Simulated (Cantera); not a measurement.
Input (Python, Cantera) and output of one run.

```python
import numpy as np
import cantera as ct

gas_names = """
    H HNO HNO2 HNO3 HO2 H2 H2O H2O2 N NH NH2 NH3 NH2OH NO NO2 NO3 N2 N2H2 N2H4 N2O O OH O2 O3 Si SiH
    SiH2 SiH3 SiH4 SiN SiO SiO2 Si2 Si2N Si3
""".split()
cond_names = """
    H2O(s) H2O(L) Si(cr) Si(L) SiO2(Lqz) SiO2(hqz) SiO2(L) Si2N2O(s) Si3N4(a)
""".split()


# ... load() reads the species with a 1 bar reference pressure and builds the phases ...
atoms = {
    'SiH4': {'Si': 1, 'H': 4},
    'N2O': {'N': 2, 'O': 1},
    'N2': {'N': 2},
}
top_T = {'Si2N2O(s)': 2100, 'Si3N4(a)': 2400}  # K; cautious upper limits of use, not melting points


# ... equilibrate(T, P, feed) seeds the gas with the atoms and calls Mixture.equilibrate('TP', solver="vcs", rtol=1e-11, max_steps=5000) ...
results = []
feed = {'SiH4': 1, 'N2O': 8.6, 'N2': 2}  # mol
P = 13332.2  # Pa
for T in [950, 1050, 1150, 1250, 1350, 1450, 1550, 1650, 1750, 1850, 1950, 2050]:
    mix = equilibrate(T, P, feed)
    results.append((T, P, feed, dict(zip(mix.species_names, mix.species_moles))))

top = {s: max(r[3][s] / sum(r[3][g] for g in gas_names) for r in results) for s in gas_names}
cols = sorted((s for s in top if top[s] > 1e-05), key=lambda s: -top[s])[:9]
seen = [c for c in cond_names if any(r[3].get(c, 0) > 1e-12 for r in results)]
print("log10 of partial pressures in bar; condensed amounts in mol")
print(f"{'T/K':>10s}" + "".join(f"{s[:9]:>10s}" for s in cols + seen))
for T, P, feed, n in results:
    ng = sum(n[g] for g in gas_names)
    print(f"{T:10.4g}" + "".join(f"{np.log10(max(n[s] / ng * P / 1e5, 1e-99)):10.3f}" for s in cols)
          + "".join(f"{n.get(c, 0):10.4g}" for c in seen))
```

Result:

```
log10 of partial pressures in bar; condensed amounts in mol
       T/K        N2        O2       H2O        NO        OH         O        H2         H SiO2(hqz)   SiO2(L)
       950    -1.023    -1.687    -1.747    -5.720    -8.012   -11.341   -11.643   -15.076         1         0
      1050    -1.023    -1.687    -1.747    -5.241    -7.161   -10.018   -10.346   -13.264         1         0
      1150    -1.023    -1.687    -1.747    -4.846    -6.458    -8.924    -9.271   -11.763         1         0
      1250    -1.023    -1.687    -1.747    -4.514    -5.866    -8.003    -8.366   -10.499         1         0
      1350    -1.023    -1.687    -1.747    -4.231    -5.363    -7.218    -7.594    -9.420         1         0
      1450    -1.023    -1.688    -1.747    -3.987    -4.928    -6.541    -6.927    -8.488         1         0
      1550    -1.023    -1.689    -1.748    -3.775    -4.550    -5.951    -6.345    -7.674         1         0
      1650    -1.024    -1.690    -1.748    -3.589    -4.218    -5.432    -5.834    -6.959         1         0
      1750    -1.024    -1.691    -1.749    -3.424    -3.924    -4.972    -5.380    -6.323         0         1
      1850    -1.024    -1.694    -1.750    -3.278    -3.663    -4.562    -4.975    -5.756         0         1
      1950    -1.025    -1.697    -1.753    -3.147    -3.429    -4.194    -4.613    -5.247         0         1
      2050    -1.026    -1.701    -1.757    -3.031    -3.220    -3.863    -4.286    -4.787         0    0.9999
```

Method: chemical equilibrium by Gibbs-energy minimisation in Cantera with the NASA 1993 tables (ideal gas, pure condensed phases). The tables hold silica as quartz up to 1696 K and as liquid above; real silica turns to tridymite and cristobalite and melts near 1996 K. Gases not in the tables: Si(OH)4.
